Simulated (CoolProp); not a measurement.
The numbers come from the reference Helmholtz-energy equation of state, Lemmon 2016 in CoolProp.

**Question.** For R115, give the phase and the density (kg/m³), cv (kJ/(kg K)) at -84.05 °C and 24.7 kPa.

**Answer.** 
- -84.05 °C and 24.7 kPa: liquid; density 1700, cv 0.574
